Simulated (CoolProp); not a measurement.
Vapour-liquid equilibrium of 1-butene (1) + n-butane (2) at 198.9 K; x and y are mole fractions of (1).

Values from CoolProp's multi-fluid Helmholtz-energy mixture model, Lemmon 2005 and Bücker 2006; pair parameters Bell 2016.

```
x     bubble pressure (MPa)  y at the bubble point  dew pressure at overall composition x (MPa)  liquid density (mol/L)
----  ---------------------  ---------------------  -------------------------------------------  ----------------------
0.05               0.001814                  0.068                                     0.001804                   11.65
0.2                0.001923                  0.261                                     0.001887                   11.78
0.35               0.002033                  0.431                                     0.001979                   11.90
0.5                0.002138                  0.582                                     0.002080                   12.02
0.65               0.002235                  0.716                                     0.002187                   12.15
0.8                0.002322                  0.839                                     0.002295                   12.28
0.95               0.002398                  0.959                                     0.002393                   12.42
```

No azeotrope shows between x = 0.05 and 0.95.

Pair parameters are fitted to limited data, so mixtures are less certain than the pure fluids.
